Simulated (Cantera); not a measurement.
# Gas activation for diamond growth

An isothermal, constant-pressure homogeneous reactor starts with 2.62 % CH4, 97.0 % H2, 0.359 % O2, equivalence ratio 150, at 2375 K and 7.50 Torr.

Model: GRI-Mech 3.0 (53 species, 325 reactions), integrated in Cantera. GRI-Mech 3.0 stops at C3 and has no aromatics, soot or wall deposition, so with more carbon than oxygen in the feed, carbon stays in small species such as C2H2 where larger ones or solid carbon would form. Radical loss at walls, strong at low pressure, is not modelled.

```tsv
t (s)	x CH4	x H2	x O2	x HO2	x CH3
0.000300	0.0248	0.967	0.00328	4.03e-6	0.00132
0.00110	0.0203	0.957	0.000976	4.78e-7	0.00450
0.00405	0.00917	0.952	1.55e-8	5.50e-12	0.00386
0.0149	0.00146	0.949	1.70e-9	1.31e-12	0.000860
0.0548	0.000346	0.941	1.28e-9	<1e-12	0.000277
0.201	7.07e-5	0.924	2.00e-11	<1e-12	8.45e-5
0.740	3.40e-6	0.887	<1e-12	<1e-12	6.85e-6
2.72	1.76e-6	0.856	<1e-12	<1e-12	4.90e-6
10.0	1.70e-6	0.854	<1e-12	<1e-12	4.81e-6
```
x: mole fraction; the columns are a selection and need not sum to one.

Equilibrium at this temperature and pressure: CH4 1.71e-6, H2 0.854, O2 <1e-12, HO2 <1e-12, CH3 4.84e-6 (gas phase only).
